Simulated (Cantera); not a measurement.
Charge: 1 mol PbO, 0.032 mol H₂O, 2 mol O₂, equilibrated at 33.0 mbar.

Equilibrium computed with Cantera from the NASA thermochemical tables; the gas is ideal and each condensed phase is pure. Candidate condensed phases: H₂O, Pb, PbO, PbO₂, Pb₃O₄; 12 gas species. Gases not in the tables: (PbO)n polymers. Equilibrium is a limit: real reactors are often held back by kinetics, nucleation or transport.

Problem. Which condensed phases are stable at each of these points (T (K)): 725, 800, 875, 950, 1025, 1100, 1175, 1250, 1325, 1400, 1475, 1550, 1625, 1700?

Solution. 
```
T (K)  condensed phases  Pb condensed (%)
-----  ----------------  ----------------
725            PbO(red)             100.0
800         PbO(yellow)             100.0
875         PbO(yellow)             100.0
950         PbO(yellow)             100.0
1025        PbO(yellow)             100.0
1100        PbO(yellow)             100.0
1175             PbO(l)              99.8
1250             PbO(l)              98.9
1325             PbO(l)              95.6
1400             PbO(l)              85.0
1475             PbO(l)              49.6
1550           gas only               0.0
1625           gas only               0.0
1700           gas only               0.0
```

At 725 K the condensed part is PbO(red). From 800 K to 1100 K the condensed part is PbO(yellow). From 1175 K to 1475 K the condensed part is PbO(l). From 1550 K to 1700 K nothing is condensed.
